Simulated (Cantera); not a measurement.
Si + H2O + H2 (chemical vapour transport)

A closed system holds: 1 mol Si, a varied amount of H2O, 0.42 mol H2, held at 1450 °C and 13.3 mbar.

Equilibrium computed with Cantera from the NASA thermochemical tables; the gas is ideal and each condensed phase is pure. Candidate condensed phases: H2O, Si, SiO2; 18 gas species. The tables hold silica as quartz up to 1696 K and as liquid above; real silica turns to tridymite and cristobalite and melts near 1996 K. Gases not in the tables: Si2H6 and higher silanes. Rates play no part.

```json
[
 {"n(H2O) (mol)": "0.27", "log p H2": "-2.02", "log p SiO": "-2.43", "log p H2O": "-7.24", "log p H": "-4.75", "log p Si": "-6.01", "n Si(l)": "0.730", "n SiO2(condensed)": "0"},
 {"n(H2O) (mol)": "0.52", "log p H2": "-2.07", "log p SiO": "-2.32", "log p H2O": "-7.18", "log p H": "-4.77", "log p Si": "-6.01", "n Si(l)": "0.480", "n SiO2(condensed)": "0"},
 {"n(H2O) (mol)": "0.78", "log p H2": "-2.09", "log p SiO": "-2.28", "log p H2O": "-7.17", "log p H": "-4.79", "log p Si": "-6.01", "n Si(l)": "0.220", "n SiO2(condensed)": "0"},
 {"n(H2O) (mol)": "1", "log p H2": "-2.11", "log p SiO": "-2.26", "log p H2O": "-6.53", "log p H": "-4.79", "log p Si": "-6.63", "n Si(l)": "0", "n SiO2(condensed)": "0"},
 {"n(H2O) (mol)": "1.3", "log p H2": "-2.02", "log p SiO": "-2.41", "log p H2O": "-5.95", "log p H": "-4.75", "log p Si": "-7.29", "n Si(l)": "0", "n SiO2(condensed)": "0.300"},
 {"n(H2O) (mol)": "1.5", "log p H2": "-1.98", "log p SiO": "-2.56", "log p H2O": "-5.76", "log p H": "-4.73", "log p Si": "-7.58", "n Si(l)": "0", "n SiO2(condensed)": "0.500"},
 {"n(H2O) (mol)": "1.8", "log p H2": "-1.91", "log p SiO": "-2.96", "log p H2O": "-5.30", "log p H": "-4.70", "log p Si": "-8.37", "n Si(l)": "0", "n SiO2(condensed)": "0.799"},
 {"n(H2O) (mol)": "2.1", "log p H2": "-1.89", "log p SiO": "-4.97", "log p H2O": "-3.27", "log p H": "-4.69", "log p Si": "-12.39", "n Si(l)": "0", "n SiO2(condensed)": "0.998"},
 {"n(H2O) (mol)": "2.3", "log p H2": "-1.93", "log p SiO": "-5.44", "log p H2O": "-2.83", "log p H": "-4.70", "log p Si": "-13.33", "n Si(l)": "0", "n SiO2(condensed)": "0.999"},
 {"n(H2O) (mol)": "2.6", "log p H2": "-1.97", "log p SiO": "-5.74", "log p H2O": "-2.58", "log p H": "-4.72", "log p Si": "<-13", "n Si(l)": "0", "n SiO2(condensed)": "1.000"}
]
```
log p: log10 of the partial pressure in bar; n: condensed amount in mol.

From 0.27 mol H2O to 0.78 mol H2O the condensed part is Si(l). At 1 mol H2O nothing is condensed. From 1.3 mol H2O to 2.6 mol H2O the condensed part is SiO2(condensed). The main Si-bearing gas is SiO throughout. The share of Si in condensed phases is highest at 2.6 mol H2O (100.0 %) and lowest at 1 mol H2O (0.0 %).
